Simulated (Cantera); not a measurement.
Input: 1 mol HMDSO, 29 mol O2, a varied amount of H2, equilibrated at 1650 K and 87.0 Pa.

Equilibrium computed with Cantera from the NASA thermochemical tables; the gas is ideal and each condensed phase is pure. Candidate condensed phases: C, C6H6, C7H8, C8H18, H2O, Si, SiC, SiO2; 123 gas species. The feed counts by its element totals alone. The tables hold silica as quartz up to 1696 K and as liquid above; real silica turns to tridymite and cristobalite and melts near 1996 K. The numbers say what is thermodynamically allowed, not how fast it happens.

Q: At 27 mol H2, list the 6 most abundant gas species with their mole fractions, and the condensed phases.

A: H2O 0.787, CO2 0.131, O2 0.0767, OH 0.00326, H2 0.00113, CO 0.000605. Condensed: SiO2(β-quartz).
